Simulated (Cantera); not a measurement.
Stirred combustor or abatement burner

A perfectly stirred reactor is fed with 26.5 % H2, 15.4 % O2, 58.1 % N2, equivalence ratio 0.86, at 0.490 bar; it is adiabatic with a 300 K inlet, and is followed from long to short residence time, starting on the burning branch (τ in s: 0.18, 0.07, 0.028, 0.011, 0.0043, 0.0017, 0.00066, 0.00026, 0.0001, 4e-05).

Model: GRI-Mech 3.0 (53 species, 325 reactions), integrated in Cantera.

| τ (s) | T (K) | x H2 | x O2 | x N2O | x HO2 | x O | x H |
|---|---|---|---|---|---|---|---|
| 0.18 | 2231 | 0.00467 | 0.0239 | 1.38e-7 | 1.93e-6 | 0.000891 | 0.000807 |
| 0.070 | 2220 | 0.00562 | 0.0246 | 1.32e-7 | 2.04e-6 | 0.00110 | 0.00109 |
| 0.028 | 2196 | 0.00761 | 0.0254 | 1.18e-7 | 2.30e-6 | 0.00154 | 0.00178 |
| 0.011 | 2146 | 0.0113 | 0.0268 | 9.68e-8 | 2.95e-6 | 0.00244 | 0.00345 |
| 0.0043 | 2065 | 0.0166 | 0.0290 | 7.60e-8 | 4.32e-6 | 0.00398 | 0.00699 |
| 0.0017 | 1950 | 0.0227 | 0.0321 | 6.16e-8 | 6.62e-6 | 0.00618 | 0.0133 |
| 0.00066 | 1800 | 0.0288 | 0.0361 | 5.16e-8 | 1.01e-5 | 0.00885 | 0.0233 |
| 0.00026 | 1627 | 0.0342 | 0.0411 | 4.34e-8 | 1.48e-5 | 0.0112 | 0.0365 |
| 0.00010 | 1429 | 0.0433 | 0.0494 | 3.38e-8 | 2.30e-5 | 0.0118 | 0.0506 |
| 4.0e-5 | 300 | 0.265 | 0.154 | <1e-12 | <1e-12 | <1e-12 | <1e-12 |
x: mole fraction; the columns are a selection and need not sum to one.
